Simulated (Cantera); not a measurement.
What does this Cantera script print?

```python
import numpy as np
import cantera as ct

gas_names = """
    F F2 H HF H2 H2F2 H3F3 H4F4 H5F5 H6F6 H7F7 N NF NF2 NF3 NH NH2 NH3 N2 N2H2 N2H4 Si SiF SiF2 SiF3
    SiF4 SiH SiHF3 SiH2 SiH2F2 SiH3 SiH3F SiH4 SiN Si2 Si2N Si3
""".split()
cond_names = """
    Si(cr) Si(L) Si3N4(a)
""".split()


# ... load() reads the species with a 1 bar reference pressure and builds the phases ...
atoms = {
    'Si3N4': {'Si': 3, 'N': 4},
    'F2': {'F': 2},
    'HF': {'H': 1, 'F': 1},
}
top_T = {'Si3N4(a)': 2400}  # K; cautious upper limits of use, not melting points


# ... equilibrate(T, P, feed) seeds the gas with the atoms and calls Mixture.equilibrate('TP', solver="vcs", rtol=1e-11, max_steps=5000) ...
results = []
feed = {'Si3N4': 1, 'F2': 1.8, 'HF': 27}  # mol
P = 11000  # Pa
for T in [1500, 1575, 1650, 1725, 1800, 1875, 1950, 2025, 2100]:
    mix = equilibrate(T, P, feed)
    results.append((T, P, feed, dict(zip(mix.species_names, mix.species_moles))))
    x = sorted(zip(gas.X, gas.species_names), reverse=True)
    print(f"T = {T:g} K  P = {P:g} Pa  gas = {mix.phase_moles(0):.4g} mol")
    print("   x: " + "  ".join(f"{s} {v:.3e}" for v, s in x if v > 0.001))
    print("   condensed (mol): " + ("  ".join(f"{mix.phase(i).name} {mix.phase_moles(i):.4g}"
          for i in range(1, mix.n_phases) if mix.phase_moles(i) > 1e-12) or "none"))
```

Output:

```
T = 1500 K  P = 11000 Pa  gas = 27.8 mol
   x: HF 6.691e-01  H2 1.510e-01  SiF4 1.078e-01  N2 7.194e-02
   condensed (mol): none
T = 1575 K  P = 11000 Pa  gas = 27.8 mol
   x: HF 6.692e-01  H2 1.509e-01  SiF4 1.077e-01  N2 7.194e-02
   condensed (mol): none
T = 1650 K  P = 11000 Pa  gas = 27.81 mol
   x: HF 6.693e-01  H2 1.508e-01  SiF4 1.075e-01  N2 7.193e-02
   condensed (mol): none
T = 1725 K  P = 11000 Pa  gas = 27.81 mol
   x: HF 6.696e-01  H2 1.504e-01  SiF4 1.070e-01  N2 7.191e-02
   condensed (mol): none
T = 1800 K  P = 11000 Pa  gas = 27.83 mol
   x: HF 6.701e-01  H2 1.498e-01  SiF4 1.061e-01  N2 7.187e-02  SiF3 1.648e-03
   condensed (mol): none
T = 1875 K  P = 11000 Pa  gas = 27.85 mol
   x: HF 6.710e-01  H2 1.487e-01  SiF4 1.044e-01  N2 7.180e-02  SiF3 3.123e-03
   condensed (mol): none
T = 1950 K  P = 11000 Pa  gas = 27.9 mol
   x: HF 6.726e-01  H2 1.469e-01  SiF4 1.018e-01  N2 7.169e-02  SiF3 5.538e-03  H 1.325e-03
   condensed (mol): none
T = 2025 K  P = 11000 Pa  gas = 27.97 mol
   x: HF 6.749e-01  H2 1.441e-01  SiF4 9.767e-02  N2 7.151e-02  SiF3 9.191e-03  H 2.203e-03
   condensed (mol): none
T = 2100 K  P = 11000 Pa  gas = 28.07 mol
   x: HF 6.784e-01  H2 1.400e-01  SiF4 9.184e-02  N2 7.126e-02  SiF3 1.425e-02  H 3.515e-03
   condensed (mol): none
```

Equilibrium computed with Cantera from the NASA thermochemical tables; the gas is ideal and each condensed phase is pure. The tables' values for SiF3, SiF2 are old estimates; treat these amounts as uncertain.
